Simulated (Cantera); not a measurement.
A Cantera script and its output.

```python
import numpy as np
import cantera as ct

gas = ct.Solution("gri30.yaml")
gas.TPX = 723, 100000, {'CO': 1, 'H2': 0.11, 'CH4': 1.3, 'O2': 1.97, 'N2': 16.4}
inlet = ct.Reservoir(gas, clone=True)
gas.equilibrate("HP")  # start burning
reactor = ct.IdealGasConstPressureReactor(gas, energy="on", clone=False)
exhaust = ct.Reservoir(gas, clone=True)
tau = [0.15, 0.057, 0.021, 0.0079, 0.0029, 0.0011, 0.0004, 0.00015, 5.6e-05, 2.1e-05, 7.7e-06][0]
for a, b in ((inlet, reactor), (reactor, exhaust)):
    ct.MassFlowController(a, b, mdot=lambda t: reactor.mass / tau)
net = ct.ReactorNet([reactor])
show = ['CO', 'H2', 'CH4', 'HCO', 'N2O', 'H']

rows = []
print(f"{'tau/s':>10s}{'T/K':>9s}" + "".join(f"{s:>11s}" for s in show))
for tau in [0.15, 0.057, 0.021, 0.0079, 0.0029, 0.0011, 0.0004, 0.00015, 5.6e-05, 2.1e-05, 7.7e-06]:
    net.initial_time = 0.0
    net.advance(30 * tau)
    before = gas.X
    net.advance(40 * tau)
    drift = np.max(np.abs(gas.X - before) / (gas.X + 1e-9))
    rows.append([gas.T, *gas[show].X, drift])
    print(f"{tau:10.3e}{gas.T:9.1f}" + "".join(f"{x:11.3e}" for x in gas[show].X))
```

It prints:

```
     tau/s      T/K         CO         H2        CH4        HCO        N2O          H
 1.500e-01   1680.6  5.998e-02  3.270e-02  2.889e-03  2.152e-08  1.638e-09  8.316e-05
 5.700e-02   1671.7  6.100e-02  3.179e-02  3.050e-03  5.082e-08  2.904e-09  1.188e-04
 2.100e-02   1654.1  6.324e-02  3.081e-02  3.306e-03  1.327e-07  5.013e-09  1.701e-04
 7.900e-03   1616.8  6.705e-02  2.940e-02  4.048e-03  3.611e-07  8.527e-09  2.198e-04
 2.900e-03    723.0  4.812e-02  5.294e-03  6.256e-02  1.963e-19  2.555e-19  2.324e-15
 1.100e-03    723.0  4.812e-02  5.294e-03  6.256e-02  1.294e-19  9.548e-20  1.532e-15
 4.000e-04    723.0  4.812e-02  5.294e-03  6.256e-02  9.590e-20  3.369e-20  1.136e-15
 1.500e-04    723.0  4.812e-02  5.294e-03  6.256e-02  7.737e-20  1.177e-20  9.166e-16
 5.600e-05    723.0  4.812e-02  5.294e-03  6.256e-02  5.879e-20  3.715e-21  6.970e-16
 2.100e-05    723.0  4.812e-02  5.294e-03  6.256e-02  3.576e-20  9.884e-22  4.247e-16
 7.700e-06    723.0  4.812e-02  5.294e-03  6.256e-02  1.467e-20  2.010e-22  1.752e-16
```

Cantera simulation using GRI-Mech 3.0 (53 species, 325 reactions); the numbers are that mechanism's predictions, not measurements.
